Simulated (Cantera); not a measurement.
An isothermal, constant-pressure homogeneous reactor starts with 21.3 % CH4, 78.7 % N2, at 1973 K and 9.87e-5 atm.

Computed with Cantera and GRI-Mech 3.0 (53 species, 325 reactions). GRI-Mech 3.0 stops at C3 and has no aromatics, soot or wall deposition, so with more carbon than oxygen in the feed, carbon stays in small species such as C2H2 where larger ones or solid carbon would form. Radical loss at walls, strong at low pressure, is not modelled.

x: mole fraction; the columns are a selection and need not sum to one.

```csv
t (s),x CH4,x HCN,x C2H6,x C2H2,x CH2,x C2H4,x H
4.00e-5,0.213,<1e-12,<1e-12,<1e-12,<1e-12,<1e-12,4.28e-7
0.000124,0.213,<1e-12,<1e-12,<1e-12,<1e-12,<1e-12,1.27e-6
0.000386,0.213,<1e-12,<1e-12,<1e-12,3.11e-12,<1e-12,3.40e-6
0.00120,0.213,<1e-12,<1e-12,<1e-12,1.02e-10,1.36e-11,7.04e-6
0.00372,0.213,<1e-12,1.01e-11,1.82e-12,1.99e-9,9.34e-10,9.21e-6
0.0116,0.212,1.04e-12,6.10e-10,4.44e-10,2.17e-8,6.95e-8,9.37e-6
0.0359,0.212,1.45e-11,1.66e-8,7.23e-8,1.90e-7,3.29e-6,9.91e-6
0.111,0.210,3.05e-10,2.37e-7,8.32e-6,1.55e-6,0.000111,1.57e-5
0.346,0.197,___,___,___,___,___,___
1.07,0.109,1.11e-6,1.19e-5,0.0308,2.76e-5,0.00844,0.000638
3.34,0.0280,9.28e-6,1.88e-6,0.0740,1.71e-5,0.000642,0.00136
10.4,___,___,___,0.0852,___,___,___
32.2,0.000411,8.44e-5,1.80e-9,0.0872,2.90e-6,1.30e-6,0.00441
100,8.44e-6,0.000168,1.59e-12,0.0871,3.06e-7,2.50e-7,0.00978
```

### Question
Some entries are withheld; supply them.

### Answer

- 0.346, x HCN: 1.42e-8
- 0.346, x C2H6: 2.62e-6
- 0.346, x C2H2: 0.000797
- 0.346, x CH2: 1.05e-5
- 0.346, x C2H4: 0.00266
- 0.346, x H: 7.89e-5
- 10.4, x CH4: 0.00489
- 10.4, x HCN: 3.00e-5
- 10.4, x C2H6: 1.11e-7
- 10.4, x CH2: 8.45e-6
- 10.4, x C2H4: 3.50e-5
- 10.4, x H: 0.00226
